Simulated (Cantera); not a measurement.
What does this Cantera script print?

```python
import numpy as np
import cantera as ct

gas = ct.Solution("h2o2.yaml")
gas.TPX = 500, 500000, {'H2': 1, 'O2': 0.521, 'N2': 1.96}
inlet = ct.Reservoir(gas, clone=True)
gas.equilibrate("HP")  # start burning
reactor = ct.IdealGasConstPressureReactor(gas, energy="on", clone=False)
exhaust = ct.Reservoir(gas, clone=True)
tau = [0.076, 0.034, 0.015, 0.0069, 0.0031, 0.0014, 0.00063, 0.00028, 0.00013, 5.8e-05, 2.6e-05, 1.2e-05, 5.3e-06][0]
for a, b in ((inlet, reactor), (reactor, exhaust)):
    ct.MassFlowController(a, b, mdot=lambda t: reactor.mass / tau)
net = ct.ReactorNet([reactor])
show = ['H2', 'O2', 'HO2', 'OH', 'O', 'H2O']

rows = []
print(f"{'tau/s':>10s}{'T/K':>9s}" + "".join(f"{s:>11s}" for s in show))
for tau in [0.076, 0.034, 0.015, 0.0069, 0.0031, 0.0014, 0.00063, 0.00028, 0.00013, 5.8e-05, 2.6e-05, 1.2e-05, 5.3e-06]:
    net.initial_time = 0.0
    net.advance(30 * tau)
    before = gas.X
    net.advance(40 * tau)
    drift = np.max(np.abs(gas.X - before) / (gas.X + 1e-9))
    rows.append([gas.T, *gas[show].X, drift])
    print(f"{tau:10.3e}{gas.T:9.1f}" + "".join(f"{x:11.3e}" for x in gas[show].X))
```

Result:

```
     tau/s      T/K         H2         O2        HO2         OH          O        H2O
 7.600e-02   2517.8  9.572e-03  9.600e-03  3.966e-06  8.485e-03  7.023e-04  3.183e-01
 3.400e-02   2517.1  9.643e-03  9.629e-03  3.992e-06  8.513e-03  7.079e-04  3.182e-01
 1.500e-02   2515.5  9.805e-03  9.694e-03  4.051e-06  8.575e-03  7.207e-04  3.179e-01
 6.900e-03   2512.4  1.013e-02  9.828e-03  4.173e-06  8.703e-03  7.472e-04  3.174e-01
 3.100e-03   2505.5  1.083e-02  1.011e-02  4.445e-06  8.974e-03  8.056e-04  3.163e-01
 1.400e-03   2492.1  1.216e-02  1.066e-02  5.015e-06  9.497e-03  9.271e-04  3.142e-01
 6.300e-04   2467.5  1.451e-02  1.163e-02  6.187e-06  1.041e-02  1.170e-03  3.104e-01
 2.800e-04   2426.2  1.819e-02  1.318e-02  8.527e-06  1.179e-02  1.629e-03  3.043e-01
 1.300e-04   2368.2  2.290e-02  1.526e-02  1.259e-05  1.339e-02  2.358e-03  2.962e-01
 5.800e-05   2284.6  2.893e-02  1.813e-02  2.004e-05  1.504e-02  3.531e-03  2.852e-01
 2.600e-05   2176.5  3.567e-02  2.174e-02  3.237e-05  1.615e-02  5.147e-03  2.722e-01
 1.200e-05   2048.3  4.280e-02  2.615e-02  5.109e-05  1.621e-02  6.996e-03  2.579e-01
 5.300e-06   1887.2  5.229e-02  3.268e-02  8.268e-05  1.473e-02  8.755e-03  2.402e-01
```

Detailed kinetics in Cantera: the H2/O2 subset of GRI-Mech 3.0, which has no nitrogen chemistry. The hydrogen kinetics of GRI-Mech 3.0 are dated; newer H2 mechanisms differ, most at raised pressure.
